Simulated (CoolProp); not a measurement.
R134a at 293.15 K and 1.18 MPa flows at 1.2 m/s in a round tube of 20 mm bore and 15 µm roughness, fully developed (64/Re and Nu = 3.66 if laminar; Colebrook and Gnielinski if turbulent). Each further row changes one setting.

The numbers come from the reference Helmholtz-energy equation of state, Tillner-Roth 1994 in CoolProp.

```csv
case,Reynolds number,Darcy friction factor,pressure drop (Pa/m),heat-transfer coefficient (W/(m² K)),mass flow (kg/h)
as stated,141000,0.0206,910,2860,1670
velocity 2.4 m/s,281000,0.0196,3460,5520,3330
diameter 40 mm,281000,0.0176,388,2540,6670
```

Viscosity comes from a separate model (Huber 2003), an estimate that may be off by 10 % or more. Thermal conductivity comes from a separate model (McLinden 2000), an estimate that may be off by 10 % or more.
